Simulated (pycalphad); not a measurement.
An equivalent pycalphad script:

```python
from pycalphad import Database, equilibrium, calculate, variables as v
import numpy as np
db = Database('COST507.tdb')
comps = ['TI', 'AL', 'C', 'VA']
phases = ['AL11TI5', 'AL2TI', 'AL3M_D022', 'AL4C3', 'ALM_D019', 'ALTI', 'BCC_A2', 'FCC_A1', 'GRAPHITE', 'HCP_A3', 'LIQUID']
eq = equilibrium(db, comps, phases, {v.X('AL'): 0.007, v.X('C'): 0.0031, v.T: np.arange(2850, 499, -100), v.P: 101325, v.N: 1}, output=['HM', 'SM'])
```

CALPHAD calculation (pycalphad, COST 507 light-alloy database (1999)), 1 atm. No gas phase is included, though pure Al would boil below 2850 K. The data set is of 1999 and partly superseded. The system is extrapolated from its subsystems; higher-order compounds may be missing. Phase fractions are per mole of atoms. Diffusion is slow at the low end, where real alloys seldom reach equilibrium.

Results at three of the temperatures:

```
T = 2050.00 K, P = 101325 Pa, N = 1 mol of atoms
G = -132612 J/mol, H = 73911 J/mol, S = 100.74 J/(mol K)  (SER reference)
chemical potentials (J/mol): Ti -131282, Al -237317, C -320647
phase             fraction      x(Ti)      x(Al)       x(C)
LIQUID              1.0000     0.9899     0.0070     0.0031
```

```
T = 950.00 K, P = 101325 Pa, N = 1 mol of atoms
G = -43023 J/mol, H = 17629 J/mol, S = 63.84 J/(mol K)  (SER reference)
chemical potentials (J/mol): Ti -41644, Al -152466, C -236234
phase             fraction      x(Ti)      x(Al)       x(C)
HCP_A3              1.0000     0.9899     0.0070     0.0031
```

```
T = 650.00 K, P = 101325 Pa, N = 1 mol of atoms
G = -25560 J/mol, H = 8238 J/mol, S = 52.00 J/(mol K)  (SER reference)
chemical potentials (J/mol): Ti -24143, Al -135714, C -229023
phase             fraction      x(Ti)      x(Al)       x(C)
HCP_A3              0.9927     0.9925     0.0071   0.000452
FCC_A1              0.0073     0.6353   6.35e-15     0.3647
```

Changes of the phase set, refined by bisection:

| T (K) | phases above | phases below |
|---|---|---|
| 1942.2 | LIQUID | BCC_A2 + LIQUID |
| 1941.7 | BCC_A2 + LIQUID | BCC_A2 |
| 1186.5 | BCC_A2 | BCC_A2 + HCP_A3 |
| 1168.8 | BCC_A2 + HCP_A3 | HCP_A3 |
| 882.1 | HCP_A3 | FCC_A1 + HCP_A3 |

FCC_A1 is fcc; BCC_A2 is bcc; HCP_A3 is hcp. The fcc model also describes the rock-salt carbide or nitride (TiC, TiN, HfC).
